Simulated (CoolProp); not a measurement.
n-decane along the isotherm 620 K: Z from the reference equation and from simpler models built on Tc = 617.7 K, pc = 21.01 bar, ω = 0.488; each cubic takes its own stable root.

Computed with CoolProp (reference Helmholtz-energy equation of state, Lemmon 2006). It is a short technical equation, of lower accuracy than the large ones.

```
p (bar)          phase  reference
-------  -------------  ---------
0.665              gas     0.9888
1.26               gas     0.9787
2.39               gas     0.9589
4.53               gas     0.9200
8.58               gas     0.8388
16.3               gas     0.6353
30.8     supercritical     0.2221
58.5     supercritical     0.3683
111      supercritical     0.6367
210      supercritical      1.109
```

**Question.** How far does each simpler model (van der Waals, Redlich-Kwong, Soave-Redlich-Kwong, Peng-Robinson) lie from the reference over these 10 states: mean and median of the absolute difference, and the worst?

**Answer.** 
- van der Waals: mean 21.7 %, median 6.1 %, worst +55.2 % at 620 K and 30.8 bar
- Redlich-Kwong: mean 8.5 %, median 2.6 %, worst +29.3 % at 620 K and 30.8 bar
- Soave-Redlich-Kwong: mean 8.7 %, median 2.8 %, worst +30.0 % at 620 K and 30.8 bar
- Peng-Robinson: mean 3.4 %, median 0.6 %, worst +17.5 % at 620 K and 30.8 bar
